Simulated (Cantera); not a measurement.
## Ignition delay

Mixture: 15.3 % H₂, 17.8 % O₂, 66.9 % N₂, at 9.40 bar, adiabatic and at constant pressure. Ignition delay is the time to a rise of 400 K.

Cantera simulation using the H2/O2 subset of GRI-Mech 3.0, which has no nitrogen chemistry; the numbers are that mechanism's predictions, not measurements. The hydrogen kinetics of GRI-Mech 3.0 are dated; newer H2 mechanisms differ, most at raised pressure. Where the delays flatten at high temperature, the 400 K rule measures the pace of heat release, not the induction time.

| T0 (K) | delay (ms) |
|---|---|
| 1175 | 0.156 |
| 1225 | 0.0199 |
| 1275 | 0.00735 |
| 1325 | 0.00448 |
| 1375 | 0.00320 |
| 1425 | 0.00247 |
| 1475 | 0.00201 |
| 1525 | 0.00169 |
| 1575 | 0.00146 |

```json
{
 "apparent activation energy between 1475 and 1575 K": "61 kJ/mol"
}
```
